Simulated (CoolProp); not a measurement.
Values from CoolProp's reference Helmholtz-energy equation of state, Gao 2016.

Task: For sulfur dioxide, give the phase and the cp (kJ/(kg K)) at 1.45 °C and 0.101 MPa; 22.05 °C and 0.101 MPa.

Result: 
- 1.45 °C and 0.101 MPa: gas; cp 0.648
- 22.05 °C and 0.101 MPa: gas; cp 0.649
